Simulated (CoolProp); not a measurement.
A closed Brayton cycle with carbon dioxide: compressor inlet 310.15 K and 9.1 MPa, high pressure 25.4 MPa, turbine inlet 640 K, compressor efficiency 0.8, turbine efficiency 0.9, recuperator effectiveness 0.8 (on enthalpy, no pinch check). Each further row changes one setting.

Model: reference Helmholtz-energy equation of state, Span 1996, in CoolProp.

| case | thermal efficiency (%) | net work (kJ/kg) | compressor to turbine work | compressor exit (K) | turbine exit (K) |
|---|---|---|---|---|---|
| as stated | 25.4 | 69.1 | 0.30 | 344.5 | 532.8 |
| turbine inlet 590 K | 23.3 | 58.5 | 0.33 | 344.5 | 486.8 |
| compressor inlet 320.15 K | 23.0 | 51.8 | 0.47 | 392.8 | 532.8 |
| high pressure 21.6 MPa | 23.9 | 61.6 | 0.27 | 338.2 | 549.4 |
| recuperator effectiveness 0.5 | 20.1 | 69.1 | 0.30 | 344.5 | 532.8 |
